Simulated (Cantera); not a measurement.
Input (Python, Cantera) and output of one run.

```python
import numpy as np
import cantera as ct

gas_names = [...]  # 76 gases of nasa_gas.yaml made of C, H
cond_names = """
    C(gr) C6H6(L) C7H8(L) C8H18(L),n-octa
""".split()


# ... load() reads the species with a 1 bar reference pressure and builds the phases ...
atoms = {
    'C2H6': {'C': 2, 'H': 6},
    'H2': {'H': 2},
}
top_T = {'C(gr)': 4500}  # K; cautious upper limits of use, not melting points


# ... equilibrate(T, P, feed) seeds the gas with the atoms and calls Mixture.equilibrate('TP', solver="vcs", rtol=1e-11, max_steps=5000) ...
results = []
feed = {'C2H6': 1, 'H2': 29}  # mol
for P in [10, 100, 1000, 10000, 100000, 1000000, 10000000]:
    for T in [923, 998, 1073, 1148, 1223, 1298, 1373, 1448, 1523, 1598]:
        mix = equilibrate(T, P, feed)
        results.append((T, P, feed, dict(zip(mix.species_names, mix.species_moles))))

for T, P, feed, n in results:
    print(f"{T:7g} {P:10.4g}  " + (" + ".join(c for c in cond_names if n.get(c, 0) > 1e-12) or "gas only"))
```

It prints:

```
    923         10  C(gr)
    998         10  C(gr)
   1073         10  C(gr)
   1148         10  C(gr)
   1223         10  C(gr)
   1298         10  C(gr)
   1373         10  C(gr)
   1448         10  C(gr)
   1523         10  C(gr)
   1598         10  C(gr)
    923        100  C(gr)
    998        100  C(gr)
   1073        100  C(gr)
   1148        100  C(gr)
   1223        100  C(gr)
   1298        100  C(gr)
   1373        100  C(gr)
   1448        100  C(gr)
   1523        100  C(gr)
   1598        100  C(gr)
    923       1000  C(gr)
    998       1000  C(gr)
   1073       1000  C(gr)
   1148       1000  C(gr)
   1223       1000  C(gr)
   1298       1000  C(gr)
   1373       1000  C(gr)
   1448       1000  C(gr)
   1523       1000  C(gr)
   1598       1000  C(gr)
    923      1e+04  C(gr)
    998      1e+04  C(gr)
   1073      1e+04  C(gr)
   1148      1e+04  C(gr)
   1223      1e+04  C(gr)
   1298      1e+04  C(gr)
   1373      1e+04  C(gr)
   1448      1e+04  C(gr)
   1523      1e+04  C(gr)
   1598      1e+04  C(gr)
    923      1e+05  gas only
    998      1e+05  gas only
   1073      1e+05  C(gr)
   1148      1e+05  C(gr)
   1223      1e+05  C(gr)
   1298      1e+05  C(gr)
   1373      1e+05  C(gr)
   1448      1e+05  C(gr)
   1523      1e+05  C(gr)
   1598      1e+05  C(gr)
    923      1e+06  gas only
    998      1e+06  gas only
   1073      1e+06  gas only
   1148      1e+06  gas only
   1223      1e+06  gas only
   1298      1e+06  gas only
   1373      1e+06  C(gr)
   1448      1e+06  C(gr)
   1523      1e+06  C(gr)
   1598      1e+06  C(gr)
    923      1e+07  gas only
    998      1e+07  gas only
   1073      1e+07  gas only
   1148      1e+07  gas only
   1223      1e+07  gas only
   1298      1e+07  gas only
   1373      1e+07  gas only
   1448      1e+07  gas only
   1523      1e+07  gas only
   1598      1e+07  gas only
```

These are equilibrium values from Cantera (NASA tables, ideal gas, pure condensed phases), not measurements of a reactor. The ideal-gas law is rough above about 30 bar.
